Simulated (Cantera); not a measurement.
Adiabatic ignition

An adiabatic, constant-volume homogeneous reactor starts with 3.44 % C₂H₄, 19.9 % O₂, 74.7 % N₂, 1.96 % H₂O, at 1023 K and 0.987 atm.

Detailed kinetics in Cantera: GRI-Mech 3.0 (53 species, 325 reactions). GRI-Mech 3.0 was tuned for natural gas; its chemistry of ethylene as a main component is partial and can be far from experiment.

| t (s) | T (K) | P (bar) | x C₂H₄ | x O₂ | x H₂O | x HCO | x N₂O |
|---|---|---|---|---|---|---|---|
| 6.00e-6 | 1023 | 1.00 | 0.0344 | 0.199 | 0.0196 | <1e-12 | <1e-12 |
| 1.49e-5 | 1023 | 1.00 | 0.0344 | 0.199 | 0.0196 | <1e-12 | <1e-12 |
| 3.69e-5 | 1023 | 1.00 | 0.0344 | 0.199 | 0.0196 | <1e-12 | <1e-12 |
| 9.15e-5 | 1023 | 1.00 | 0.0344 | 0.199 | 0.0196 | <1e-12 | <1e-12 |
| 0.000227 | 1023 | 1.00 | 0.0344 | 0.199 | 0.0196 | <1e-12 | <1e-12 |
| 0.000563 | 1023 | 1.00 | 0.0344 | 0.199 | 0.0196 | <1e-12 | <1e-12 |
| 0.00140 | 1023 | 1.00 | 0.0344 | 0.199 | 0.0196 | <1e-12 | <1e-12 |
| 0.00346 | 1023 | 1.00 | 0.0344 | 0.199 | 0.0196 | <1e-12 | <1e-12 |
| 0.00859 | 1023 | 1.00 | 0.0344 | 0.199 | 0.0196 | <1e-12 | <1e-12 |
| 0.0213 | 1023 | 1.00 | 0.0344 | 0.199 | 0.0196 | <1e-12 | <1e-12 |
| 0.0529 | 2432 | 2.39 | <1e-12 | 0.0914 | 0.0836 | 4.47e-10 | 1.00e-6 |
| 0.131 | 2419 | 2.38 | <1e-12 | 0.0882 | 0.0839 | 3.95e-10 | 1.03e-6 |
| 0.325 | 2419 | 2.38 | <1e-12 | 0.0882 | 0.0839 | 3.95e-10 | 1.03e-6 |
| 0.806 | 2419 | 2.38 | <1e-12 | 0.0882 | 0.0839 | 3.95e-10 | 1.03e-6 |
| 2.00 | 2419 | 2.38 | <1e-12 | 0.0882 | 0.0839 | 3.95e-10 | 1.03e-6 |
x: mole fraction; the columns are a selection and need not sum to one.

time of steepest temperature rise: 43.7 ms
temperature at 2.00 s: 2419 K
equilibrium temperature: 2419 K
x(C₂H₄) at 2.00 s: <1e-12 (gas-phase equilibrium <1e-12)
x(O₂) at 2.00 s: 0.0882 (gas-phase equilibrium 0.0882)
x(H₂O) at 2.00 s: 0.0839 (gas-phase equilibrium 0.0839)
